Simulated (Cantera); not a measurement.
Cantera run:

```python
import numpy as np
import cantera as ct

gas_names = """
    Fe FeO O O2 O3 S SO SO2 SO3 S2 S2O S8
""".split()
cond_names = """
    Fe(a) Fe(c) Fe(d) Fe(L) FeO(s) FeO(L) FeS(a) FeS(b) FeS(c) FeS(L) FeSO4(s) FeS2(s) Fe2O3(s)
    Fe2S3O12(s) Fe3O4(s) S(cr1) S(cr2) S(L)
""".split()


# ... load() reads the species with a 1 bar reference pressure and builds the phases ...
atoms = {
    'FeS': {'Fe': 1, 'S': 1},
    'SO3': {'S': 1, 'O': 3},
    'O2': {'O': 2},
}
top_T = {'FeSO4(s)': 950, 'FeS2(s)': 1010, 'Fe2O3(s)': 1830, 'Fe2S3O12(s)': 1100, 'Fe3O4(s)': 1870}  # K; cautious upper limits of use, not melting points


# ... equilibrate(T, P, feed) seeds the gas with the atoms and calls Mixture.equilibrate('TP', solver="vcs", rtol=1e-11, max_steps=5000) ...
results = []
feed = {'FeS': 1, 'SO3': 3.6, 'O2': 0.38}  # mol
T = 1700  # K
P = 1333.22  # Pa
mix = equilibrate(T, P, feed)
results.append((T, P, feed, dict(zip(mix.species_names, mix.species_moles))))
x = sorted(zip(gas.X, gas.species_names), reverse=True)
print(f"T = {T:g} K  P = {P:g} Pa  gas = {mix.phase_moles(0):.4g} mol")
print("   x: " + "  ".join(f"{s} {v:.3e}" for v, s in x if v > 1e-06))
print("   condensed (mol): " + ("  ".join(f"{mix.phase(i).name} {mix.phase_moles(i):.4g}"
      for i in range(1, mix.n_phases) if mix.phase_moles(i) > 1e-12) or "none"))
```

Output:

```
T = 1700 K  P = 1333.22 Pa  gas = 5.113 mol
   x: SO2 8.991e-01  O2 1.002e-01  SO3 5.007e-04  SO 1.489e-04  O 1.225e-04
   condensed (mol): Fe3O4(s) 0.3333
```

Method: chemical equilibrium by Gibbs-energy minimisation in Cantera with the NASA 1993 tables (ideal gas, pure condensed phases).
